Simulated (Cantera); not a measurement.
Input: 1 mol PbO, 8.1 mol CO, 1.4 mol H2, equilibrated at 1 atm.

These are equilibrium values from Cantera (NASA tables, ideal gas, pure condensed phases), not measurements of a reactor. Candidate condensed phases: C, C6H6, C7H8, C8H18, H2O, Pb, PbO, PbO2, Pb3O4; 113 gas species. Gases not in the tables: (PbO)n polymers. Kinetics and transport are ignored.

x: gas mole fraction; nothing condenses.

```tsv
T (°C)	x CO	x H2	x Pb	x CO2	x H2O	x H	x OH
1575	0.710	0.0991	0.0950	0.0610	0.0341	0.000166	4.20e-6
1675	0.712	0.0974	0.0950	0.0594	0.0357	…	…
1775	0.713	0.0959	0.0949	0.0579	0.0370	0.000689	2.90e-5
1875	0.714	0.0944	0.0948	0.0566	0.0382	…	…
1975	0.715	0.0929	0.0947	0.0554	0.0391	0.00222	0.000140
2075	0.716	0.0912	0.0944	0.0543	0.0399	0.00371	0.000278
2175	0.716	0.0894	0.0942	0.0533	0.0403	0.00591	0.000520
2275	0.715	0.0872	0.0938	0.0524	0.0404	0.00907	0.000920
2375	0.714	0.0846	0.0933	0.0514	0.0402	0.0134	0.00155
```

Question: Complete the blanks.

Answer: 
- 1875, x H: 0.00127
- 1875, x OH: 6.63e-5
- 1675, x H: 0.000350
- 1675, x OH: 1.16e-5
